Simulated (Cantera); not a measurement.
Cantera run, input and output.

```python
import numpy as np
import cantera as ct

gas = ct.Solution("SiF4_NH3_mec.yaml", "gas")
gas.TPX = 2148, 7300, {'NH3': 1, 'H2': 3.1}
inlet = ct.Reservoir(gas, clone=True)

reactor = ct.IdealGasConstPressureReactor(gas, energy="off", clone=False)
exhaust = ct.Reservoir(gas, clone=True)
tau = [7.7, 2.8, 1, 0.36, 0.13, 0.048, 0.017, 0.0062, 0.0023, 0.00082][0]
for a, b in ((inlet, reactor), (reactor, exhaust)):
    ct.MassFlowController(a, b, mdot=lambda t: reactor.mass / tau)
net = ct.ReactorNet([reactor])
show = ['NH3', 'H2', 'N2', 'N2H4', 'N', 'H', 'NH2']

rows = []
print(f"{'tau/s':>10s}{'T/K':>9s}" + "".join(f"{s:>11s}" for s in show))
for tau in [7.7, 2.8, 1, 0.36, 0.13, 0.048, 0.017, 0.0062, 0.0023, 0.00082]:
    net.initial_time = 0.0
    net.advance(30 * tau)
    before = gas.X
    net.advance(40 * tau)
    drift = np.max(np.abs(gas.X - before) / (gas.X + 1e-9))
    rows.append([gas.T, *gas[show].X, drift])
    print(f"{tau:10.3e}{gas.T:9.1f}" + "".join(f"{x:11.3e}" for x in gas[show].X))
```

Output:

```
     tau/s      T/K        NH3         H2         N2       N2H4          N          H        NH2
 7.700e+00   2148.0  7.589e-04  8.913e-01  9.719e-02  8.495e-12  7.359e-06  1.075e-02  2.787e-05
 2.800e+00   2148.0  4.119e-03  8.942e-01  9.607e-02  6.504e-11  5.206e-06  5.477e-03  7.687e-05
 1.000e+00   2148.0  1.942e-02  8.875e-01  9.000e-02  3.943e-10  3.432e-06  2.833e-03  1.889e-04
 3.600e-01   2148.0  5.340e-02  8.680e-01  7.631e-02  1.414e-09  3.021e-06  1.908e-03  3.576e-04
 1.300e-01   2148.0  1.088e-01  8.352e-01  5.397e-02  3.589e-09  2.867e-06  1.436e-03  5.695e-04
 4.800e-02   2148.0  1.678e-01  8.000e-01  3.016e-02  6.324e-09  2.748e-06  1.184e-03  7.559e-04
 1.700e-02   2148.0  2.108e-01  7.744e-01  1.285e-02  8.318e-09  2.587e-06  1.047e-03  8.669e-04
 6.200e-03   2148.0  2.313e-01  7.622e-01  4.573e-03  8.670e-09  2.275e-06  9.579e-04  8.850e-04
 2.300e-03   2148.0  2.397e-01  7.574e-01  1.258e-03  7.179e-09  1.610e-06  8.356e-04  8.053e-04
 8.200e-04   2148.0  2.428e-01  7.559e-01  1.606e-04  3.465e-09  5.408e-07  5.717e-04  5.595e-04
```

Cantera simulation using the gas-phase N/H chemistry of the illustrative SiF4/NH3 mechanism in the Surface Chemkin manual (1991); the numbers are that mechanism's predictions, not measurements. Walls and surfaces, which speed up NH3 decomposition in real reactors, are not modelled.
